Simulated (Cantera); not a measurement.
A closed system holds: 1 mol Si, 0.73 mol HCl, 6.8 mol H₂, equilibrated at 1425 °C and 3.00 bar.

These are equilibrium values from Cantera (NASA tables, ideal gas, pure condensed phases), not measurements of a reactor. Candidate condensed phases: Si; 19 gas species. The tables' values for SiCl₃ are old estimates; treat these amounts as uncertain. Gases not in the tables: Si₂H₆ and higher silanes. Equilibrium is a limit: real reactors are often held back by kinetics, nucleation or transport.

Base state: H₂ 0.922, HCl 0.0608, SiCl₂ 0.0144, SiCl₃ 0.00128, SiHCl₃ 0.000660, SiH₂Cl₂ 0.000336, SiCl₄ 0.000226, H 8.03e-5 (mole fractions); condensed: Si(l).

Problem. What changes in the equilibrium state with this change: HCl from 0.73 to 3 mol?

Solution. 
| species | before | after |
|---|---|---|
| H₂ | 0.922 | 0.798 |
| HCl | 0.0608 | 0.117 |
| SiCl₂ | 0.0144 | 0.0619 |
| SiCl₃ | 0.00128 | 0.0114 |
| SiCl₄ | 0.000226 | 0.00418 |
| SiHCl₃ | 0.000660 | 0.00547 |
| Si(l), mol | 0.872 | 0.187 |
